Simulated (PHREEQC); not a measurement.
0.027 g of hydrous ferric oxide (600 m²/g; 0.2 weak and 0.005 strong sites per Fe, Dzombak-Morel constants, diffuse double layer) in 1 kg of water with 0.3 mol/kgw of an inert sodium salt and 4.2e-07 mol/kgw NaF, at 25 °C; the pH is set by adding NaOH or the inert anion's acid. Oxygen alone is held at its pressure in air (log pO2 = -0.68). CO2 from the air is kept out. No solid was allowed to form.

Base run: PHREEQC, ion-association model, wateq4f.dat. Each further column changes one thing. The table gives F sorbed (%).

| pH | base | background salt from 0.3 to 0.03 mol/kgw | oxide from 0.027 to 0.14 g/kgw |
|---|---|---|---|
| 4 | 10.0 | 48.1 | 36.7 |
| 4.75 | 8.5 | … | 32.5 |
| 5.5 | 5.1 | 17.1 | 21.7 |
| 5.88 | 3.5 | 10.5 | … |
| 6.62 | 1.4 | 3.2 | … |
| 7.38 | 0.4 | 0.8 | 2.2 |
| 8.12 | 0.1 | 0.2 | 0.6 |
| 8.5 | 0.1 | 0.1 | 0.3 |
| 9.25 | 0.0 | 0.0 | 0.1 |
| 10 | 0.0 | 0.0 | 0.0 |

Q: Complete the blanks.

A: 
- 4.75, background salt from 0.3 to 0.03 mol/kgw: 34.3
- 5.88, oxide from 0.027 to 0.14 g/kgw: 15.7
- 6.62, oxide from 0.027 to 0.14 g/kgw: 6.8
